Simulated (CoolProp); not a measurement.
Vapour-liquid equilibrium of R125 (1) + cyclopropane (2) at 301 K; x and y are mole fractions of (1).

Computed with CoolProp (multi-fluid Helmholtz-energy mixture model, Lemmon 2005 and Polt 1992; pair parameters Bell 2016). This equation is an older, rougher fit; its heat capacities, sound speeds and derivatives of the liquid may be far off and weren't checked against measurements.

| x | bubble pressure, mixture model (bar) | bubble pressure, Raoult's law (bar) | y, mixture model | y, Raoult's law |
|---|---|---|---|---|
| 0.05 | 9.314 | 8.170 | 0.177 | 0.091 |
| 0.15 | 11.44 | 8.873 | 0.363 | 0.251 |
| 0.25 | 12.80 | 9.575 | 0.461 | 0.388 |
| 0.35 | 13.71 | 10.28 | 0.528 | 0.505 |
| 0.45 | 14.36 | 10.98 | 0.583 | 0.608 |
| 0.55 | 14.84 | 11.68 | 0.636 | 0.699 |
| 0.65 | 15.18 | 12.38 | 0.693 | 0.779 |
| 0.75 | 15.37 | 13.09 | 0.760 | 0.851 |
| 0.85 | 15.35 | 13.79 | 0.841 | 0.915 |
| 0.95 | 15.08 | 14.49 | 0.941 | 0.973 |

The largest gap from Raoult's law is +33.7 % in bubble pressure, at x = 0.25. y crosses x between x = 0.75 and 0.85: the model has an azeotrope there.

Pair parameters are fitted to limited data, so mixtures are less certain than the pure fluids.
